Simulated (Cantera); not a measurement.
A closed system holds: 1 mol MgSO4, 0.075 mol H2, 0.28 mol H2O, at 2198 K and 120 Pa.

Equilibrium computed with Cantera from the NASA thermochemical tables; the gas is ideal and each condensed phase is pure. Candidate condensed phases: H2O, H2SO4, Mg, MgO, Mg(OH)2, MgS, MgSO4, S; 26 gas species. Rates play no part.

Q: What is the equilibrium state?

A: 
```
Item                                  Value
--------------------------------  ---------
x(SO2)                                0.488
x(O2)                                 0.235
x(H2O)                                0.147
x(O)                                 0.0374
x(OH)                                0.0331
x(SO)                                0.0221
x(H)                                 0.0159
x(Mg)                                0.0111
x(H2)                               0.00984
n(MgO(s))                         0.977 mol
gas amount                        1.960 mol
log10 activity of S(l) (absent)       -6.14
log10 activity of Mg(l) (absent)      -6.67
```
